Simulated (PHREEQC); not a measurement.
0.18 g of hydrous ferric oxide (600 m²/g; 0.2 weak and 0.005 strong sites per Fe, Dzombak-Morel constants, diffuse double layer) in 1 kg of water with 0.05 mol/kgw of an inert sodium salt and 4.1e-05 mol/kgw MgCl2 and 0.00087 mol/kgw NaF, at 25 °C; the pH is set by adding NaOH or the inert anion's acid. Oxygen alone is held at its pressure in air (log pO2 = -0.68). The system is closed to CO2. Precipitation was switched off in this run.

Model: ion-association model, wateq4f.dat, run in PHREEQC.

| pH | Mg sorbed (%) | F sorbed (%) | surface charge σ (C/m²) | surface potential ψ (mV) |
|---|---|---|---|---|
| 3 | 0.0 | 24.3 | 0.177 | 133 |
| 3.5 | 0.0 | 26.4 | 0.155 | 126 |
| 4 | 0.0 | 26.6 | (withheld) | 121 |
| 4.5 | 0.0 | (withheld) | 0.121 | 114 |
| 5 | 0.0 | 22.0 | 0.099 | 104 |
| 5.5 | 0.0 | 17.9 | 0.077 | 92 |
| 6 | 0.0 | 13.5 | 0.058 | 78 |
| 6.5 | 0.1 | (withheld) | 0.041 | 63 |
| 7 | 0.5 | 5.4 | 0.027 | 46 |
| 7.5 | (withheld) | 2.8 | (withheld) | 26 |
| 8 | 22.0 | 1.3 | 0.003 | 5 |
| 8.5 | 64.8 | (withheld) | -0.007 | -14 |
| 9 | (withheld) | 0.2 | -0.020 | -36 |
| 9.5 | 98.9 | 0.1 | -0.037 | -59 |
| 10 | 99.8 | 0.0 | -0.062 | -81 |
| 10.5 | 100.0 | 0.0 | -0.094 | -101 |
| 11 | 100.0 | 0.0 | -0.136 | -119 |

Task: Some entries are withheld; supply them.

Result: 
- 4, surface charge σ (C/m²): 0.138
- 4.5, F sorbed (%): 25.0
- 6.5, F sorbed (%): 9.1
- 7.5, Mg sorbed (%): 3.7
- 7.5, surface charge σ (C/m²): 0.014
- 8.5, F sorbed (%): 0.5
- 9, Mg sorbed (%): 92.6

Complexes and solids missing from the database can't appear. The oxide is taken as insoluble; below pH 4 it would dissolve.
